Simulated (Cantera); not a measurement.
An adiabatic, constant-volume homogeneous reactor starts with CH₃OH : O₂ : N₂ = 1 : 1.81 : 6.8 (molar parts), equivalence ratio 0.83, at 1123 K and 1.01 bar.

Detailed kinetics in Cantera: GRI-Mech 3.0 (53 species, 325 reactions). GRI-Mech 3.0 was tuned for natural gas; its chemistry of methanol as a main component is partial and can be far from experiment.

Q: Predict: time of steepest temperature rise; temperature at 8.00 s; equilibrium temperature; x(O₂) at 8.00 s; x(O) at 8.00 s; x(H₂) at 8.00 s; x(OH) at 8.00 s.

A: 
- time of steepest temperature rise: 37.6 ms
- temperature at 8.00 s: 2714 K
- equilibrium temperature: 2714 K
- x(O₂) at 8.00 s: 0.0349 (gas-phase equilibrium 0.0349)
- x(O) at 8.00 s: 0.00442 (gas-phase equilibrium 0.00442)
- x(H₂) at 8.00 s: 0.00886 (gas-phase equilibrium 0.00886)
- x(OH) at 8.00 s: 0.0177 (gas-phase equilibrium 0.0177)
